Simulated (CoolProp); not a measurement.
R1336mzz(Z) at several states: fugacity coefficient from the reference equation and from simpler models built on Tc = 444.5 K, pc = 2904 kPa, ω = 0.386; each cubic takes its own stable root.

The numbers come from the reference Helmholtz-energy equation of state, McLinden 2020 in CoolProp.

| T (K) | p (kPa) | phase | reference | van der Waals | Peng-Robinson |
|---|---|---|---|---|---|
| 456.3 | 6880 | supercritical | 0.3831 | 0.4301 | 0.3882 |
| 192.8 | 1350 | liquid | 4.975e-5 | 0.02443 | 6.083e-5 |
| 408.5 | 169 | gas | 0.9719 | 0.9789 | 0.9711 |
